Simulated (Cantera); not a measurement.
## Fe₂O₃ + SO₃ + O₂ (roasting and sulfation)

Feed: 1 mol Fe₂O₃, 0.053 mol SO₃, 0.45 mol O₂, held at 101000 Pa.

Cantera equilibrium calculation (NASA polynomials, part measured and part estimated; ideal gas, pure solids and liquids). Candidate condensed phases: Fe, FeO, FeS, FeSO₄, FeS₂, Fe₂O₃, Fe₂(SO₄)₃, Fe₃O₄, S; 12 gas species. Kinetics and transport are ignored.

From 698 K to 898 K the condensed part is Fe₂O₃(s) + Fe₂(SO₄)₃(s). From 998 K to 1398 K the condensed part is Fe₂O₃(s).

| T (K) | x O₂ | x SO₂ | x SO₃ | x O | x SO | x O₃ | n Fe₂O₃(s) | n Fe₂(SO₄)₃(s) |
|---|---|---|---|---|---|---|---|---|
| 698 | 1.000 | 6.25e-8 | 1.89e-5 | <1e-12 | <1e-12 | <1e-12 | 0.982 | 0.0177 |
| 798 | 0.999 | 3.03e-5 | 0.00109 | <1e-12 | <1e-12 | <1e-12 | 0.983 | 0.0175 |
| 898 | 0.971 | 0.00369 | 0.0252 | 4.89e-12 | <1e-12 | 1.36e-12 | 0.987 | 0.0132 |
| 998 | 0.897 | 0.0374 | 0.0660 | 1.39e-10 | <1e-12 | 8.17e-12 | 1.00 | 0 |
| 1098 | 0.898 | 0.0636 | 0.0385 | 2.23e-9 | 3.29e-12 | 3.94e-11 | 1.00 | 0 |
| 1198 | 0.899 | 0.0809 | 0.0202 | 2.26e-8 | 6.64e-11 | 1.46e-10 | 1.00 | 0 |
| 1298 | 0.899 | 0.0900 | 0.0106 | 1.61e-7 | 7.64e-10 | 4.45e-10 | 1.00 | 0 |
| 1398 | 0.900 | 0.0945 | 0.00590 | 8.64e-7 | 5.94e-9 | 1.15e-9 | 1.00 | 0 |
x: gas mole fraction; n: condensed amount in mol.
